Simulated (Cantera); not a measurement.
A diamond (100) surface in a fixed gas of H2 with x(CH4) = 0.0025, x(H) = 0.00035, at 1048 K, 10.5 Torr; coverages are run to steady state.

Model: the Harris–Goodwin 1993 mechanism for the reconstructed diamond (100) surface, integrated in Cantera.

One state of this run: growth (µm/h) = 1.38; θ c6HH = 0.426; θ c6H* = 0.0160; θ c6*H = 0.288; θ c6** = 0.00367; θ c6HM = 0.181. θ: site fractions in the mechanism's names (c6HH fully hydrogenated, c6H* and c6*H radical sites, c6** diradical, c6HM methylated).

### Question
Which value of x(CH3) does it belong to?
A) 2.5e-06
B) 0.0018
C) 1e-06
D) 1.6e-05

### Answer
B, 0.0018
